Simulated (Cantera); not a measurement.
An adiabatic, constant-volume homogeneous reactor starts with C₃H₈ : O₂ : N₂ = 1 : 2.27 : 8.55 (molar parts), equivalence ratio 2.2, at 1625 K and 1430 Torr. Integrator tolerance rtol = 1e-08.

Computed with Cantera and GRI-Mech 3.0 (53 species, 325 reactions). GRI-Mech 3.0 was tuned for natural gas; its chemistry of propane as a main component is partial and can be far from experiment.

Problem. What does this change do: initial temperature 1625 to 1475 K?

Solution. 
```csv
quantity,before,after
time of steepest temperature rise,19.7 µs,68.1 µs
temperature at 0.400 s,2873 K,2777 K
equilibrium temperature,2873 K,2777 K
x(C₃H₈) at 0.400 s,<1e-12 (gas-phase equilibrium <1e-12),<1e-12 (gas-phase equilibrium <1e-12)
x(O₂) at 0.400 s,4.74e-5 (gas-phase equilibrium 4.74e-5),2.14e-5 (gas-phase equilibrium 2.14e-5)
x(C₂H₆) at 0.400 s,<1e-12 (gas-phase equilibrium <1e-12),<1e-12 (gas-phase equilibrium <1e-12)
x(CH₄) at 0.400 s,1.60e-10 (gas-phase equilibrium 1.78e-10),2.53e-10 (gas-phase equilibrium 2.82e-10)
x(HCN) at 0.400 s,9.62e-7 (gas-phase equilibrium 9.62e-7),1.04e-6 (gas-phase equilibrium 1.04e-6)
```
